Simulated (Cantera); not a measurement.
An adiabatic, constant-volume homogeneous reactor starts with CH4 : O2 : N2 = 1 : 0.952 : 3.58 (molar parts), equivalence ratio 2.1, at 1225 K and 21.7 atm.

Detailed kinetics in Cantera: GRI-Mech 3.0 (53 species, 325 reactions). The pressure lies above the range GRI-Mech 3.0 was tuned for (to about 10 atm).

Predict: time of steepest temperature rise; temperature at 1.00 s; equilibrium temperature; x(CH4) at 1.00 s; x(O2) at 1.00 s.


```json
{
 "time_of_steepest_temperature_rise": "1.99 ms",
 "temperature at 1.00 s": "2571 K",
 "equilibrium_temperature": "2571 K",
 "x(CH4) at 1.00 s": "4.86e-8 (gas-phase equilibrium 5.37e-8)",
 "x(O2) at 1.00 s": "5.87e-7 (gas-phase equilibrium 5.87e-7)"
}
```
